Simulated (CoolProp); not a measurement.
Sulfur dioxide at several states: Z from the reference equation and from simpler models built on Tc = 430.6 K, pc = 7.887 MPa, ω = 0.256; each cubic takes its own stable root.

Model: reference Helmholtz-energy equation of state, Gao 2016, in CoolProp.

```tsv
T (K)	p (MPa)	phase	reference
344.4	0.186	gas	0.9818
386.2	20.9	liquid	0.3582
441.8	0.0712	gas	0.9971
250.6	0.939	liquid	0.01931
453.8	8.55	supercritical	0.5750
280.3	35	liquid	0.6545
```

**Question.** How far does each simpler model (van der Waals, Redlich-Kwong, Soave-Redlich-Kwong, Peng-Robinson) lie from the reference over these 6 states: mean and median of the absolute difference, and the worst?

**Answer.** 
- van der Waals: mean 30.8 %, median 26.9 %, worst +69.7 % at 250.6 K and 0.939 MPa
- Redlich-Kwong: mean 7.5 %, median 7.4 %, worst +15.1 % at 386.2 K and 20.9 MPa
- Soave-Redlich-Kwong: mean 6.4 %, median 7.0 %, worst +12.5 % at 386.2 K and 20.9 MPa
- Peng-Robinson: mean 0.7 %, median 0.5 %, worst -2.0 % at 453.8 K and 8.55 MPa
